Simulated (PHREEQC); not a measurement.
1 kg of water holding 0.19 mol/kgw KCl, 0.18 mol/kgw SrCl2, 0.2 mol/kgw NaCl, 0.29 mol/kgw MgCl2 and 0.18 mol/kgw CaCl2 is evaporated at 25 °C; the solids stay in contact with the brine. CO2 from the air is kept out. The run lets Bischofite, Brucite, Carnallite, Halite, Portlandite, Sylvite, MgCl2_4H2O precipitate or redissolve, and no other solid.

All values are PHREEQC results (Pitzer model, pitzer.dat), not measurements.

```json
[
 {"water left (kg)": "1", "ionic strength": "2.34", "water activity": "0.952", "Halite (mol)": "0", "Sylvite (mol)": "0", "Carnallite (mol)": "0", "Ca in solution (mol/kgw)": "0.180", "Sr in solution (mol/kgw)": "0.180"},
 {"water left (kg)": "0.8219", "ionic strength": "2.85", "water activity": "0.940", "Halite (mol)": "0", "Sylvite (mol)": "0", "Carnallite (mol)": "0", "Ca in solution (mol/kgw)": "0.219", "Sr in solution (mol/kgw)": "0.219"},
 {"water left (kg)": "0.6755", "ionic strength": "3.46", "water activity": "?", "Halite (mol)": "0", "Sylvite (mol)": "0", "Carnallite (mol)": "0", "Ca in solution (mol/kgw)": "0.266", "Sr in solution (mol/kgw)": "0.266"},
 {"water left (kg)": "0.5552", "ionic strength": "?", "water activity": "0.902", "Halite (mol)": "0", "Sylvite (mol)": "0", "Carnallite (mol)": "0", "Ca in solution (mol/kgw)": "0.324", "Sr in solution (mol/kgw)": "0.324"},
 {"water left (kg)": "0.4563", "ionic strength": "5.13", "water activity": "0.874", "Halite (mol)": "0", "Sylvite (mol)": "0", "Carnallite (mol)": "0", "Ca in solution (mol/kgw)": "0.394", "Sr in solution (mol/kgw)": "0.394"},
 {"water left (kg)": "0.375", "ionic strength": "6.24", "water activity": "0.836", "Halite (mol)": "0", "Sylvite (mol)": "0", "Carnallite (mol)": "0", "Ca in solution (mol/kgw)": "0.480", "Sr in solution (mol/kgw)": "0.480"},
 {"water left (kg)": "0.3082", "ionic strength": "7.59", "water activity": "0.786", "Halite (mol)": "0", "Sylvite (mol)": "0", "Carnallite (mol)": "0", "Ca in solution (mol/kgw)": "0.584", "Sr in solution (mol/kgw)": "0.584"},
 {"water left (kg)": "0.2533", "ionic strength": "9.24", "water activity": "?", "Halite (mol)": "0", "Sylvite (mol)": "0", "Carnallite (mol)": "0", "Ca in solution (mol/kgw)": "0.710", "Sr in solution (mol/kgw)": "0.710"},
 {"water left (kg)": "0.2082", "ionic strength": "?", "water activity": "?", "Halite (mol)": "0", "Sylvite (mol)": "0", "Carnallite (mol)": "0", "Ca in solution (mol/kgw)": "0.864", "Sr in solution (mol/kgw)": "0.864"},
 {"water left (kg)": "0.1711", "ionic strength": "?", "water activity": "0.568", "Halite (mol)": "0.0674", "Sylvite (mol)": "?", "Carnallite (mol)": "0", "Ca in solution (mol/kgw)": "1.05", "Sr in solution (mol/kgw)": "1.05"},
 {"water left (kg)": "0.1407", "ionic strength": "14.8", "water activity": "0.493", "Halite (mol)": "0.144", "Sylvite (mol)": "0.119", "Carnallite (mol)": "0", "Ca in solution (mol/kgw)": "1.28", "Sr in solution (mol/kgw)": "1.28"},
 {"water left (kg)": "0.1058", "ionic strength": "16.5", "water activity": "0.431", "Halite (mol)": "0.175", "Sylvite (mol)": "0.0588", "Carnallite (mol)": "0.0909", "Ca in solution (mol/kgw)": "1.70", "Sr in solution (mol/kgw)": "1.70"}
]
```

### Question
What belongs in the gaps?

### Answer

- 0.6755, water activity: 0.924
- 0.5552, ionic strength: 4.21
- 0.2533, water activity: 0.720
- 0.2082, ionic strength: 11.2
- 0.2082, water activity: 0.636
- 0.1711, ionic strength: 12.9
- 0.1711, Sylvite (mol): 0.0647

Species that the database lacks are ignored.
